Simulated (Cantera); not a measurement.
Input: 1 mol FeS, 290 mol H₂, 3.8 mol N₂, equilibrated at 1402 °C and 10000 Pa.

These are equilibrium values from Cantera (NASA tables, ideal gas, pure condensed phases), not measurements of a reactor. Candidate condensed phases: Fe, FeS, FeS₂, S; 16 gas species. Equilibrium is a limit: real reactors are often held back by kinetics, nucleation or transport.

Base state: H₂ 0.983, N₂ 0.0129, H₂S 0.00315, H 0.000364, SH 0.000178, Fe 4.15e-5, S₂ 3.55e-5 (mole fractions); condensed: Fe(δ).

Task: What changes in the equilibrium state with this change: temperature from 1402 °C to 625 °C?

Result: 
| species | before | after |
|---|---|---|
| H₂ | 0.983 | 0.987 |
| N₂ | 0.0129 | 0.0129 |
| H₂S | 0.00315 | 0.000445 |
| H | 0.000364 | <1e-9 |
| Fe | 4.15e-5 | <1e-9 |
| SH | 0.000178 | <1e-9 |
| S₂ | 3.55e-5 | <1e-9 |
| NH₃ | 4.28e-7 | 1.37e-5 |
| Fe(δ), mol | 0.988 | 0 |
| Fe(α), mol | 0 | 0.131 |
| FeS(s), mol | 0 | 0.869 |
FeS: taken at fixed stoichiometry.
